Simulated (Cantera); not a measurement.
**Ignition delay**

Mixture: H₂ : O₂ : N₂ = 1 : 0.385 : 2.5 (molar parts), at 5.00 bar, adiabatic and at constant volume. Ignition delay is the time to a rise of 400 K.

Detailed kinetics in Cantera: GRI-Mech 3.0 (53 species, 325 reactions). The hydrogen kinetics of GRI-Mech 3.0 are dated; newer H2 mechanisms differ, most at raised pressure. Where the delays flatten at high temperature, the 400 K rule measures the pace of heat release, not the induction time.

| T0 (K) | delay (ms) |
|---|---|
| 1050 | 2.88 |
| 1150 | 0.0576 |
| 1250 | 0.0130 |
| 1350 | 0.00697 |
| 1450 | 0.00458 |
| 1550 | 0.00334 |
| 1650 | 0.00264 |
| 1750 | 0.00222 |
